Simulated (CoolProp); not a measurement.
R1336mzz(Z) at 489.35 K and 0.175 MPa is throttled through a valve to 0.0898 MPa with no heat exchange. Each further row changes one setting.

Computed with CoolProp (reference Helmholtz-energy equation of state, McLinden 2020).

| case | temperature change (K) | final density (kg/m³) |
|---|---|---|
| as stated | (withheld) | (withheld) |
| outlet pressure 0.0269 MPa | (withheld) | (withheld) |
| outlet pressure 0.117 MPa | (withheld) | (withheld) |

Task: Some entries are withheld; supply them.

Result: 
- as stated, temperature change (K): -0.6
- as stated, final density (kg/m³): 3.65
- outlet pressure 0.0269 MPa, temperature change (K): -1.1
- outlet pressure 0.0269 MPa, final density (kg/m³): 1.09
- outlet pressure 0.117 MPa, temperature change (K): -0.4
- outlet pressure 0.117 MPa, final density (kg/m³): 4.77
